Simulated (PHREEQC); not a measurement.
A made-up water analysis in mg/L, 20 °C, pH 6.29, pe 0.6:

```json
[
 {"constituent": "Na", "mg/L": "0.00805"},
 {"constituent": "K", "mg/L": "4.83e-05"},
 {"constituent": "Ca", "mg/L": "0.0144"},
 {"constituent": "Mg", "mg/L": "0.000154"},
 {"constituent": "Cl", "mg/L": "0.0132"},
 {"constituent": "S(6) as SO4", "mg/L": "0.00407"},
 {"constituent": "Alkalinity as HCO3", "mg/L": "0.0395"},
 {"constituent": "B", "mg/L": "1.02e-05"}
]
```

Cl is adjusted to close the charge balance.
Valence states are taken as typed.

Computed with PHREEQC (ion-association model, phreeqc.dat).

Precipitation was switched off in this run.

Task: What ionic strength does the model give?

Result: ionic strength 2.00e-6 mol/kgw.

Task: In which forms is C present?

Result: CO2 55 %, HCO3- 45 % of the C.

Species that the database lacks are ignored.
